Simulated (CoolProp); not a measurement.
A closed Brayton cycle with carbon dioxide: compressor inlet 323.15 K and 9.9 MPa, high pressure 25.5 MPa, turbine inlet 920 K, compressor efficiency 0.89, turbine efficiency 0.85, recuperator effectiveness 0 (on enthalpy, no pinch check). Each further row changes one setting.

Computed with CoolProp (reference Helmholtz-energy equation of state, Span 1996).

```
case                           thermal efficiency (%)  net work (kJ/kg)  compressor to turbine work  compressor exit (K)  turbine exit (K)
-----------------------------  ----------------------  ----------------  --------------------------  -------------------  ----------------
as stated                                        13.2              96.5                        0.28                383.0             804.6
turbine inlet 870 K                                 …              88.5                        0.29                383.0                 …
compressor inlet 333.15 K                        12.9              87.7                           …                407.1             804.6
high pressure 21.7 MPa                           11.2                 …                           …                372.6             823.7
recuperator effectiveness 0.5                       …              96.5                        0.28                383.0             804.6
```

**Question.** Fill in the missing entries.

**Answer.** 
- turbine inlet 870 K, thermal efficiency (%): 13.3
- turbine inlet 870 K, turbine exit (K): 758.4
- compressor inlet 333.15 K, compressor to turbine work: 0.34
- high pressure 21.7 MPa, net work (kJ/kg): 82.8
- high pressure 21.7 MPa, compressor to turbine work: 0.26
- recuperator effectiveness 0.5, thermal efficiency (%): 20.1
